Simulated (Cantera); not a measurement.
Ignition delay

Mixture: CH₄ : CO : O₂ : N₂ : CO₂ = 1 : 0.1 : 3.87 : 14.5 : 1.2 (molar parts), equivalence ratio 0.53, at 1.20 bar, adiabatic and at constant pressure. Ignition delay is the time to a rise of 400 K.

Model: GRI-Mech 3.0 (53 species, 325 reactions), integrated in Cantera.

| T0 (K) | delay (ms) |
|---|---|
| 1073 | 222 |
| 1173 | 46.5 |
| 1273 | 11.5 |
| 1373 | 3.34 |
| 1473 | 1.14 |
| 1573 | 0.464 |
| 1673 | 0.218 |

The apparent activation energy between 1473 and 1673 K is 170 kJ/mol.
